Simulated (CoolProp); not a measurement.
A simple Rankine cycle with isobutene: condensing at 288.15 K, boiler at 1.94 MPa, turbine inlet 526.1 K, turbine efficiency 0.6, pump efficiency 0.6, no recuperator. Each further row changes one setting.

Computed with CoolProp (reference Helmholtz-energy equation of state, Lemmon 2005). It is a short technical equation, of lower accuracy than the large ones.

```tsv
case	thermal efficiency (%)	net work (kJ/kg)	heat in (kJ/kg)	turbine exit temperature (K)	volume ratio over the turbine
as stated	10.3	85.5	829	479.2	8.52
turbine inlet 546.1 K	10.2	89.7	880	499.4	8.47
condensing temperature 280.15 K	11.3	96.0	848	474.2	11.1
boiler pressure 1.36 MPa	8.8	74.1	838	487.9	5.93
turbine efficiency 0.5	8.5	70.4	829	485.8	8.64
```
